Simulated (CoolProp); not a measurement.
Vapour-liquid equilibrium of acetone (1) + benzene (2) at 10.4 bar; x and y are mole fractions of (1).

Values from CoolProp's multi-fluid Helmholtz-energy mixture model, Lemmon 2006 and Thol 2012; pair parameters Bell 2016.

```json
[
 {"x": "0.05", "bubble temperature (°C)": "(withheld)", "y at the bubble point": "0.094", "dew temperature at overall composition x (°C)": "178.9", "liquid density (mol/L)": "8.896"},
 {"x": "0.125", "bubble temperature (°C)": "172.7", "y at the bubble point": "0.216", "dew temperature at overall composition x (°C)": "176.1", "liquid density (mol/L)": "9.038"},
 {"x": "0.2", "bubble temperature (°C)": "168.8", "y at the bubble point": "(withheld)", "dew temperature at overall composition x (°C)": "173.3", "liquid density (mol/L)": "9.177"},
 {"x": "0.275", "bubble temperature (°C)": "(withheld)", "y at the bubble point": "(withheld)", "dew temperature at overall composition x (°C)": "170.5", "liquid density (mol/L)": "9.314"},
 {"x": "0.35", "bubble temperature (°C)": "162.4", "y at the bubble point": "0.487", "dew temperature at overall composition x (°C)": "167.6", "liquid density (mol/L)": "9.450"},
 {"x": "0.425", "bubble temperature (°C)": "159.7", "y at the bubble point": "0.559", "dew temperature at overall composition x (°C)": "164.8", "liquid density (mol/L)": "9.588"},
 {"x": "0.5", "bubble temperature (°C)": "157.3", "y at the bubble point": "(withheld)", "dew temperature at overall composition x (°C)": "161.9", "liquid density (mol/L)": "9.729"},
 {"x": "0.575", "bubble temperature (°C)": "(withheld)", "y at the bubble point": "(withheld)", "dew temperature at overall composition x (°C)": "159.1", "liquid density (mol/L)": "(withheld)"},
 {"x": "0.65", "bubble temperature (°C)": "153.1", "y at the bubble point": "0.746", "dew temperature at overall composition x (°C)": "156.4", "liquid density (mol/L)": "10.02"},
 {"x": "0.725", "bubble temperature (°C)": "151.2", "y at the bubble point": "0.802", "dew temperature at overall composition x (°C)": "153.8", "liquid density (mol/L)": "10.18"},
 {"x": "0.8", "bubble temperature (°C)": "149.4", "y at the bubble point": "0.857", "dew temperature at overall composition x (°C)": "151.3", "liquid density (mol/L)": "10.34"},
 {"x": "0.875", "bubble temperature (°C)": "147.8", "y at the bubble point": "0.911", "dew temperature at overall composition x (°C)": "148.9", "liquid density (mol/L)": "10.50"},
 {"x": "0.95", "bubble temperature (°C)": "146.3", "y at the bubble point": "0.965", "dew temperature at overall composition x (°C)": "146.7", "liquid density (mol/L)": "10.68"}
]
```

**Question.** Fill in the missing entries.

**Answer.** 
- 0.05, bubble temperature (°C): 177.2
- 0.2, y at the bubble point: 0.319
- 0.275, bubble temperature (°C): 165.4
- 0.275, y at the bubble point: 0.408
- 0.5, y at the bubble point: 0.625
- 0.575, bubble temperature (°C): 155.1
- 0.575, y at the bubble point: 0.687
- 0.575, liquid density (mol/L): 9.873

No azeotrope shows between x = 0.05 and 0.95.

Pair parameters are fitted to limited data, so mixtures are less certain than the pure fluids.
